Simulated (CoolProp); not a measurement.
Vapour-liquid equilibrium of 1-butene (1) + n-butane (2) at 331.2 K; x and y are mole fractions of (1).

Computed with CoolProp (multi-fluid Helmholtz-energy mixture model, Lemmon 2005 and Bücker 2006; pair parameters Bell 2016).

```csv
x,"bubble pressure, mixture model (MPa)","bubble pressure, Raoult's law (MPa)","y, mixture model","y, Raoult's law"
0.05,0.6146,0.6143,0.058,0.059
0.15,[?],0.6261,0.172,0.174
0.25,[?],0.6380,0.282,0.285
0.35,0.6535,0.6498,0.388,0.392
0.45,[?],0.6617,0.489,0.494
0.55,[?],0.6735,0.587,0.594
0.65,[?],0.6854,0.682,0.689
0.75,0.7022,0.6972,0.774,0.782
0.85,0.7128,0.7091,0.865,0.871
0.95,0.7224,0.7210,0.955,0.958
```

What belongs in the gaps?


- 0.15, bubble pressure, mixture model (MPa): 0.6274
- 0.25, bubble pressure, mixture model (MPa): 0.6405
- 0.45, bubble pressure, mixture model (MPa): 0.6664
- 0.55, bubble pressure, mixture model (MPa): 0.6789
- 0.65, bubble pressure, mixture model (MPa): 0.6909

The largest gap from Raoult's law is +0.8 % in bubble pressure, at x = 0.65. No azeotrope shows between x = 0.05 and 0.95.

The pair parameters rest on a limited set of measurements; away from them the model extrapolates.
